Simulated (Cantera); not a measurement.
## Ignition delay

Mixture: 37.1 % H₂, 13.2 % O₂, 49.7 % N₂, equivalence ratio 1.4, at 2200000 Pa, adiabatic and at constant volume. Ignition delay is the time to a rise of 400 K.

Detailed kinetics in Cantera: the H2/O2 subset of GRI-Mech 3.0, which has no nitrogen chemistry. The hydrogen kinetics of GRI-Mech 3.0 are dated; newer H2 mechanisms differ, most at raised pressure. The pressure lies above the range GRI-Mech 3.0 was tuned for (to about 10 atm).

```csv
T0 (K),delay (ms)
1023,2.81
1123,0.395
1223,0.0642
1323,0.00888
1423,0.00152
1523,0.000720
```
